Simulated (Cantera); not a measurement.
A perfectly stirred reactor is fed with CH₄ : C₂H₆ : O₂ : N₂ : H₂O = 1 : 0.24 : 6.04 : 31 : 0.92 (molar parts), equivalence ratio 0.47, at 101000 Pa; it is adiabatic with a 625 K inlet, and is followed from long to short residence time, starting on the burning branch (τ in s: 0.048, 0.018, 0.0065, 0.0024, 0.0009, 0.00033, 0.00012, 4.6e-05, 1.7e-05).

Detailed kinetics in Cantera: GRI-Mech 3.0 (53 species, 325 reactions).

x: mole fraction; the columns are a selection and need not sum to one.

```
τ (s)    T (K)     x CH₄   x C₂H₆    x O₂   x C₂H₂      x OH  x H₂O₂
-------  -----  --------  -------  ------  -------  --------  ------
0.048     1456   3.13e-5  1.99e-6  0.0816  7.44e-7  0.000459       ?
0.018     1449   6.07e-5  3.82e-6  0.0819  8.47e-7  0.000598       ?
0.0065    1434  0.000127  7.79e-6  0.0826  9.09e-7  0.000749       ?
0.0024    1403  0.000299  1.79e-5  0.0845  9.99e-7  0.000824       ?
0.00090    625    0.0255  0.00612   0.154   <1e-12    <1e-12  <1e-12
0.00033    625    0.0255  0.00612   0.154   <1e-12    <1e-12  <1e-12
0.00012    625    0.0255  0.00612   0.154   <1e-12    <1e-12  <1e-12
4.6e-5     625    0.0255  0.00612   0.154   <1e-12    <1e-12  <1e-12
1.7e-5     625    0.0255  0.00612   0.154   <1e-12    <1e-12  <1e-12
```

Problem. Fill in the missing entries.

Solution. 
- 0.048, x H₂O₂: 2.27e-7
- 0.018, x H₂O₂: 3.47e-7
- 0.0065, x H₂O₂: 5.36e-7
- 0.0024, x H₂O₂: 8.54e-7
